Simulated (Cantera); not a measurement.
Charge: 1 mol MgCO3, 0.044 mol H2, 1.3 mol O2, at 675 K and 1580 Torr.

These are equilibrium values from Cantera (NASA tables, ideal gas, pure condensed phases), not measurements of a reactor. Candidate condensed phases: C, C6H6, C7H8, C8H18, H2O, Mg, MgCO3, MgO, Mg(OH)2; 116 gas species. Rates play no part.

Task: What is the equilibrium state?

Result: 
| Quantity | Result |
|---|---|
| x(O2) | 0.550 |
| x(CO2) | 0.431 |
| x(H2O) | 0.0189 |
| n(MgO(s)) | 1.00 mol |
| gas amount | 2.322 mol |
| log10 activity of MgCO3(s) (absent) | -0.04 |
| log10 activity of C(graphite) (absent) | -30.70 |
| log10 activity of Mg(s) (absent) | -40.92 |
